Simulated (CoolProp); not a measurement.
Methane at 436.69 K and 18.2 MPa is throttled through a valve to 4.06 MPa with no heat exchange. Each further row changes one setting.

Values from CoolProp's reference Helmholtz-energy equation of state, Setzmann 1991.

```tsv
case	temperature change (K)	final phase	final density (kg/m³)
as stated	(withheld)	gas	(withheld)
outlet pressure 1.22 MPa	-25.5	gas	(withheld)
outlet pressure 5.28 MPa	(withheld)	(withheld)	24.7
```

**Question.** What belongs in the gaps?

**Answer.** 
- as stated, temperature change (K): -20.0
- as stated, final density (kg/m³): 19.0
- outlet pressure 1.22 MPa, final density (kg/m³): 5.75
- outlet pressure 5.28 MPa, temperature change (K): -17.8
- outlet pressure 5.28 MPa, final phase: supercritical
